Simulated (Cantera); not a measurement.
Charge: 1 mol SiCl₄, 0.13 mol Cl₂, 6.9 mol H₂, at 2.40 Torr.

These are equilibrium values from Cantera (NASA tables, ideal gas, pure condensed phases), not measurements of a reactor. Candidate condensed phases: Si; 19 gas species. The tables' values for SiCl₃ are old estimates; treat these amounts as uncertain. Rates play no part. All values below are at 1100 K.

Base state: H₂ 0.785, HCl 0.0942, SiCl₄ 0.0796, SiCl₂ 0.0208, SiCl₃ 0.0109, SiHCl₃ 0.00978, SiH₂Cl₂ 0.000144 (mole fractions); condensed: gas only.

What changes in the equilibrium state with this change: H₂ from 6.9 to 120 mol?


```
species       before     after
----------  --------  --------
H₂             0.785     0.969
HCl           0.0942    0.0282
SiCl₂         0.0208   0.00168
SiCl₄         0.0796  0.000467
SiCl₃         0.0109  0.000237
SiHCl₃       0.00978  0.000236
SiH₂Cl₂     0.000144   1.43e-5
Si(s), mol         0     0.679
```

What changes in the equilibrium state with this change: H₂ from 6.9 to 81 mol?


```csv
species,before,after
H₂,0.785,0.958
HCl,0.0942,0.0368
SiCl₂,0.0208,0.00288
SiCl₄,0.0796,0.00138
SiCl₃,0.0109,0.000535
SiHCl₃,0.00978,0.000530
SiH₂Cl₂,0.000144,2.44e-5
"Si(s), mol",0,0.556
```

What changes in the equilibrium state with this change: pressure from 2.40 Torr to 750 Torr?


| species | before | after |
|---|---|---|
| H₂ | 0.785 | 0.819 |
| SiCl₄ | 0.0796 | 0.101 |
| HCl | 0.0942 | 0.0567 |
| SiCl₂ | 0.0208 | 0.000243 |
| SiCl₃ | 0.0109 | 0.00133 |
| SiHCl₃ | 0.00978 | 0.0215 |
| SiH₂Cl₂ | 0.000144 | 0.000548 |
